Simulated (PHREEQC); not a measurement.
# Nickel, zinc or cadmium bath (model solution)

Dissolve 0.022 mol NiSO4, 0.03 mol NaCl and 0.0019 mol NiCl2 per kg of water at 25 °C. Closed to the air; pH follows from the charge balance.

Equilibrium calculation in PHREEQC: ion-association model, wateq4f.dat.

| Item | Result |
|---|---|
| pH | 6.11 |
| ionic strength | 0.0943 mol/kgw |

| species | molality | activity | log γ |
|---|---|---|---|
| Cl- | 0.0332 | 0.0255 | -0.114 |
| Na+ | 0.0292 | 0.0230 | -0.105 |
| Ni+2 | 0.0167 | 0.00632 | -0.422 |
| SO4-2 | 0.0145 | 0.00552 | -0.420 |
| NiSO4 | 0.00666 | 0.00680 | 0.009 |
| NaSO4- | 0.000802 | 0.000635 | -0.101 |
| NiCl+ | 0.000516 | 0.000405 | -0.105 |

This is a speciation only: nothing precipitates in the calculation.
